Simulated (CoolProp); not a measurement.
CH3F (R41) along the isobar 1900 kPa: Z from the reference equation and from simpler models built on Tc = 44.1 °C, pc = 5906 kPa, ω = 0.200; each cubic takes its own stable root.

Model: reference Helmholtz-energy equation of state, Lemmon 2006, in CoolProp. It is a short technical equation, of lower accuracy than the large ones.

```json
[
 {"T (°C)": "17.85", "phase": "gas", "reference": "0.8079", "Pitzer virial": "0.8515", "van der Waals": "0.8672", "Redlich-Kwong": "0.8417", "Soave-Redlich-Kwong": "0.8363", "Peng-Robinson": "0.8234"},
 {"T (°C)": "26.25", "phase": "gas", "reference": "0.8292", "Pitzer virial": "0.8649", "van der Waals": "0.8773", "Redlich-Kwong": "0.8562", "Soave-Redlich-Kwong": "0.8529", "Peng-Robinson": "0.8403"},
 {"T (°C)": "34.75", "phase": "gas", "reference": "0.8472", "Pitzer virial": "0.8770", "van der Waals": "0.8865", "Redlich-Kwong": "0.8691", "Soave-Redlich-Kwong": "0.8675", "Peng-Robinson": "0.8552"},
 {"T (°C)": "43.15", "phase": "gas", "reference": "0.8622", "Pitzer virial": "0.8877", "van der Waals": "0.8946", "Redlich-Kwong": "0.8802", "Soave-Redlich-Kwong": "0.8800", "Peng-Robinson": "0.8682"},
 {"T (°C)": "51.55", "phase": "gas", "reference": "0.8752", "Pitzer virial": "0.8972", "van der Waals": "0.9019", "Redlich-Kwong": "0.8901", "Soave-Redlich-Kwong": "0.8912", "Peng-Robinson": "0.8796"},
 {"T (°C)": "59.95", "phase": "gas", "reference": "0.8865", "Pitzer virial": "0.9057", "van der Waals": "0.9085", "Redlich-Kwong": "0.8988", "Soave-Redlich-Kwong": "0.9010", "Peng-Robinson": "0.8898"},
 {"T (°C)": "68.45", "phase": "gas", "reference": "0.8965", "Pitzer virial": "0.9135", "van der Waals": "0.9146", "Redlich-Kwong": "0.9068", "Soave-Redlich-Kwong": "0.9099", "Peng-Robinson": "0.8990"},
 {"T (°C)": "76.85", "phase": "gas", "reference": "0.9052", "Pitzer virial": "0.9205", "van der Waals": "0.9200", "Redlich-Kwong": "0.9139", "Soave-Redlich-Kwong": "0.9178", "Peng-Robinson": "0.9071"},
 {"T (°C)": "85.25", "phase": "gas", "reference": "0.9129", "Pitzer virial": "0.9268", "van der Waals": "0.9250", "Redlich-Kwong": "0.9202", "Soave-Redlich-Kwong": "0.9249", "Peng-Robinson": "0.9145"},
 {"T (°C)": "93.75", "phase": "gas", "reference": "0.9200", "Pitzer virial": "0.9326", "van der Waals": "0.9297", "Redlich-Kwong": "0.9261", "Soave-Redlich-Kwong": "0.9313", "Peng-Robinson": "0.9212"}
]
```
